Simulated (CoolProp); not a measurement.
n-pentane at several states: fugacity coefficient from the reference equation and from simpler models built on Tc = 469.7 K, pc = 33.68 bar, ω = 0.251; each cubic takes its own stable root.

Model: reference Helmholtz-energy equation of state, Thol 2019, in CoolProp.

| T (K) | p (bar) | phase | reference | van der Waals | Redlich-Kwong | Peng-Robinson |
|---|---|---|---|---|---|---|
| 498 | 11.5 | gas | 0.9059 | 0.9128 | (withheld) | (withheld) |
| 519.5 | 0.157 | gas | 0.9989 | 0.9989 | 0.9988 | 0.9987 |
| 333.4 | 11 | liquid | 0.1901 | 0.5805 | 0.2857 | 0.1901 |
| 458.3 | 44.2 | liquid | (withheld) | 0.5416 | (withheld) | 0.4703 |
| 476.9 | 81.1 | supercritical | 0.3665 | 0.4152 | (withheld) | 0.3634 |

Q: Some entries are withheld; supply them.

A: 
- 498, Redlich-Kwong: 0.9038
- 498, Peng-Robinson: 0.8957
- 458.3, reference: 0.4763
- 458.3, Redlich-Kwong: 0.4991
- 476.9, Redlich-Kwong: 0.3820
